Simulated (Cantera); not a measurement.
An isothermal, constant-pressure homogeneous reactor starts with 0.708 % CH3OH, 0.925 % O2, 98.4 % N2, equivalence ratio 1.1, at 1350 K and 1280 Torr.

Cantera simulation using GRI-Mech 3.0 (53 species, 325 reactions); the numbers are that mechanism's predictions, not measurements. GRI-Mech 3.0 was tuned for natural gas; its chemistry of methanol as a main component is partial and can be far from experiment.

One state of this run: x CH3OH = <1e-12; x O2 = 4.09e-12; x CO2 = 0.00575; x HCO = <1e-12; x HCN = 3.52e-10; x CH4 = <1e-12. x: mole fraction; the columns are a selection and need not sum to one.

### Question
Which value of t (s) does it belong to?
A) 200
B) 59.7
C) 5.32
D) 0.0422

### Answer
B, 59.7
